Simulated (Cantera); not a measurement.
A perfectly stirred reactor is fed with N₂O : H₂ : N₂ = 1 : 0.0059 : 1.3 (molar parts), at 100.0 Torr; it is held at 1375 K, and followed from long to short residence time.

Computed with Cantera and GRI-Mech 3.0 (53 species, 325 reactions). GRI-Mech 3.0 was tuned for natural gas; its chemistry of N2O as a main component is partial and can be far from experiment. The mechanism lacks the step 2 NO + O2 → 2 NO2, which can matter for NO2 below about 1400 K. The temperature is held fixed by assumption; the heat of reaction is taken as removed at once.

One state of this run: x N₂O = 0.101; x H₂ = 9.06e-6; x H₂O₂ = 6.37e-10; x NO₂ = 7.86e-5; x O₂ = 0.113. x: mole fraction; the columns are a selection and need not sum to one.

Which value of τ (s) does it belong to?
A) 28
B) 0.054
C) 1.9
D) 4.7

C, 1.9
